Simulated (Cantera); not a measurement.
# Ignition delay

Mixture: CO : H2 : O2 : N2 = 1 : 0.44 : 1.16 : 3.6 (molar parts), equivalence ratio 0.62, at 48000 Pa, adiabatic and at constant pressure. Ignition delay is the time to a rise of 400 K.

Computed with Cantera and GRI-Mech 3.0 (53 species, 325 reactions). Where the delays flatten at high temperature, the 400 K rule measures the pace of heat release, not the induction time.

```json
[
 {"T0 (K)": "973", "delay (ms)": "0.649"},
 {"T0 (K)": "1048", "delay (ms)": "0.333"},
 {"T0 (K)": "1123", "delay (ms)": "0.220"},
 {"T0 (K)": "1198", "delay (ms)": "0.167"},
 {"T0 (K)": "1273", "delay (ms)": "0.140"},
 {"T0 (K)": "1348", "delay (ms)": "0.125"},
 {"T0 (K)": "1423", "delay (ms)": "0.120"},
 {"T0 (K)": "1498", "delay (ms)": "0.121"}
]
```
